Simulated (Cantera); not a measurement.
An isothermal, constant-pressure homogeneous reactor starts with 64.5 % NH₃, 35.5 % H₂, at 1448 K and 10.00 Torr.

Computed with Cantera and the gas-phase N/H chemistry of the illustrative SiF4/NH3 mechanism in the Surface Chemkin manual (1991). Walls and surfaces, which speed up NH3 decomposition in real reactors, are not modelled.

x: mole fraction; the columns are a selection and need not sum to one.

| t (s) | x NH₃ | x H₂ | x NH₂ | x N₂H₂ | x NH | x H |
|---|---|---|---|---|---|---|
| 0.000700 | 0.645 | 0.355 | 2.33e-8 | <1e-12 | <1e-12 | 6.34e-9 |
| 0.00172 | 0.645 | 0.355 | 5.75e-8 | <1e-12 | <1e-12 | 1.53e-8 |
| 0.00421 | 0.645 | 0.355 | 1.41e-7 | 1.28e-12 | 1.55e-12 | 3.71e-8 |
| 0.0103 | 0.645 | 0.355 | 3.47e-7 | 1.48e-11 | 9.70e-12 | 9.08e-8 |
| 0.0253 | 0.645 | 0.355 | 8.52e-7 | 1.37e-10 | 5.92e-11 | 2.22e-7 |
| 0.0622 | 0.645 | 0.355 | [?] | [?] | 3.58e-10 | [?] |
| 0.153 | 0.645 | 0.355 | 5.12e-6 | 6.68e-9 | 2.15e-9 | 1.33e-6 |
| 0.374 | 0.645 | 0.355 | 1.24e-5 | 4.06e-8 | 1.26e-8 | 3.24e-6 |
| 0.918 | 0.645 | 0.355 | 2.68e-5 | 1.91e-7 | 5.81e-8 | 6.99e-6 |
| 2.25 | 0.645 | 0.355 | 3.49e-5 | 3.23e-7 | 9.75e-8 | 9.10e-6 |
| 5.52 | 0.644 | 0.356 | 3.50e-5 | 3.26e-7 | 9.86e-8 | 9.18e-6 |
| 13.5 | 0.641 | 0.357 | 3.50e-5 | 3.24e-7 | 9.85e-8 | 9.24e-6 |
| 33.2 | 0.636 | 0.362 | 3.47e-5 | 3.19e-7 | 9.83e-8 | 9.37e-6 |
| 81.5 | 0.622 | 0.371 | 3.42e-5 | 3.07e-7 | 9.77e-8 | 9.69e-6 |
| 200 | 0.590 | 0.393 | 3.31e-5 | 2.80e-7 | 9.62e-8 | 1.05e-5 |

**Question.** Complete the blanks.

**Answer.** 
- 0.0622, x NH₂: 2.09e-6
- 0.0622, x N₂H₂: 1.02e-9
- 0.0622, x H: 5.45e-7
